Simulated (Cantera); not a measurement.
Feed: 1 mol SiC, 0.77 mol N2O, 9.6 mol H2, 0.016 mol O2, held at 1498.15 K and 0.00133 bar.

Method: chemical equilibrium by Gibbs-energy minimisation in Cantera with the NASA 1993 tables (ideal gas, pure condensed phases). Candidate condensed phases: C, C6H6, C7H8, C8H18, H2O, Si, SiC, SiO2, Si2N2O, Si3N4; 151 gas species. Mutual solubility and eutectic melting of coexisting phases are not modelled. Equilibrium is a limit: real reactors are often held back by kinetics, nucleation or transport.

**Question.** What is the equilibrium state?

**Answer.** 
- x(H2) = 0.894
- x(N2) = 0.0513
- x(CO) = 0.0476
- x(SiO) = 0.00672
- x(H) = 0.000446
- x(HCN) = 2.62e-5
- n(SiC(s)) = 0.489 mol
- n(Si2N2O(s)) = 0.219 mol
- gas amount = 10.74 mol
- log10 activity of C(graphite) (absent) = -0.93
- log10 activity of Si(s) (absent) = -1.21
